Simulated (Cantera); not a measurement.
A perfectly stirred reactor is fed with CH4 : C2H6 : C3H8 : O2 : N2 : CO2 = 1 : 0.15 : 0.26 : 4.55 : 23 : 1.3 (molar parts), at 3750 Torr; it is adiabatic with a 748 K inlet, and is followed from long to short residence time, starting on the burning branch (τ in s: 0.038, 0.018, 0.0083, 0.0039, 0.0018, 0.00085, 0.00039, 0.00018, 8.6e-05, 4e-05).

Model: GRI-Mech 3.0 (53 species, 325 reactions), integrated in Cantera.

### Question
Predict: blow-out, bracketed by the residence times tried; x(CH4) at τ = 38.0 ms; x(C2H6) at τ = 38.0 ms; x(C3H8) at τ = 38.0 ms; x(HCO) at τ = 38.0 ms; x(H) at τ = 38.0 ms; x(CH4) at τ = 0.850 ms; x(C2H6) at τ = 0.850 ms; x(C3H8) at τ = 0.850 ms; x(HCO) at τ = 0.850 ms; x(H) at τ = 0.850 ms.

### Answer
```
Property                                                                          Result
------------------------------------------------  --------------------------------------
blow-out, bracketed by the residence times tried  burning at 40.0 µs, the shortest tried
x(CH4) at τ = 38.0 ms                                                            2.70e-6
x(C2H6) at τ = 38.0 ms                                                           5.64e-8
x(C3H8) at τ = 38.0 ms                                                           9.55e-8
x(HCO) at τ = 38.0 ms                                                            9.81e-9
x(H) at τ = 38.0 ms                                                              2.50e-5
x(CH4) at τ = 0.850 ms                                                           4.12e-5
x(C2H6) at τ = 0.850 ms                                                          1.38e-6
x(C3H8) at τ = 0.850 ms                                                          2.32e-6
x(HCO) at τ = 0.850 ms                                                           4.81e-7
x(H) at τ = 0.850 ms                                                            0.000353
```
